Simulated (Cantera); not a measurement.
Input: 1 mol CH3F, 0.019 mol F2, equilibrated at 0.100 bar.

Equilibrium computed with Cantera from the NASA thermochemical tables; the gas is ideal and each condensed phase is pure. Candidate condensed phases: C, C6H6, C7H8, C8H18; 95 gas species. Kinetics and transport are ignored.

Question: What share of the C ends up in condensed phases as a function of T (K), at 848, 1048, 1248, 1448, 1648, 1848, 2048, 2248, 2448, 2648, 2848, 3048, 3248?

Answer: 
```json
[
 {"T (K)": "848", "C condensed (%)": "97.2", "as": "C(graphite)"},
 {"T (K)": "1048", "C condensed (%)": "99.7", "as": "C(graphite)"},
 {"T (K)": "1248", "C condensed (%)": "99.9", "as": "C(graphite)"},
 {"T (K)": "1448", "C condensed (%)": "100.0", "as": "C(graphite)"},
 {"T (K)": "1648", "C condensed (%)": "100.0", "as": "C(graphite)"},
 {"T (K)": "1848", "C condensed (%)": "99.9", "as": "C(graphite)"},
 {"T (K)": "2048", "C condensed (%)": "99.8", "as": "C(graphite)"},
 {"T (K)": "2248", "C condensed (%)": "99.4", "as": "C(graphite)"},
 {"T (K)": "2448", "C condensed (%)": "98.4", "as": "C(graphite)"},
 {"T (K)": "2648", "C condensed (%)": "96.5", "as": "C(graphite)"},
 {"T (K)": "2848", "C condensed (%)": "93.0", "as": "C(graphite)"},
 {"T (K)": "3048", "C condensed (%)": "84.7", "as": "C(graphite)"},
 {"T (K)": "3248", "C condensed (%)": "48.5", "as": "C(graphite)"}
]
```
